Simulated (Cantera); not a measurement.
Input: 1 mol SiH2Cl2, 0.89 mol NH3, at 1375 K and 0.488 Torr.

Cantera equilibrium calculation (NASA polynomials, part measured and part estimated; ideal gas, pure solids and liquids). Candidate condensed phases: NH4Cl, Si, Si3N4; 28 gas species. The tables' values for SiCl3 are old estimates; treat these amounts as uncertain. Equilibrium is a limit: real reactors are often held back by kinetics, nucleation or transport.

Base state: H2 0.540, HCl 0.287, SiCl2 0.132, N2 0.0302, SiCl3 0.00793, SiCl4 0.00219, SiHCl3 0.000262, H 9.87e-5 (mole fractions); condensed: Si3N4(s).

**Question.** What changes in the equilibrium state with this change: temperature from 1375 K to 1148.15 K?

**Answer.** 
```json
[
 {"species": "H2", "before": "0.540", "after": "0.608"},
 {"species": "HCl", "before": "0.287", "after": "0.284"},
 {"species": "SiCl4", "before": "0.00219", "after": "0.0645"},
 {"species": "SiCl2", "before": "0.132", "after": "0.0275"},
 {"species": "N2", "before": "0.0302", "after": "0.000282"},
 {"species": "SiCl3", "before": "0.00793", "after": "0.0127"},
 {"species": "Cl", "before": "4.36e-5", "after": "9.06e-7"},
 {"species": "H", "before": "9.87e-5", "after": "2.20e-6"},
 {"species": "SiHCl3", "before": "0.000262", "after": "0.00277"},
 {"species": "SiH2Cl2", "before": "4.64e-6", "after": "1.49e-5"},
 {"species": "Si3N4(s), mol", "before": "0.171", "after": "0.222"}
]
```

**Question.** What changes in the equilibrium state with this change: NH3 from 0.89 to 4 mol?

**Answer.** 
```tsv
species	before	after
H2	0.540	0.652
HCl	0.287	0.181
N2	0.0302	0.152
SiCl2	0.132	0.0148
SiCl4	0.00219	7.97e-5
SiCl3	0.00793	0.000506
SiHCl3	0.000262	1.83e-5
Cl	4.36e-5	2.49e-5
H	9.87e-5	0.000109
Si3N4(s), mol	0.171	0.285
```
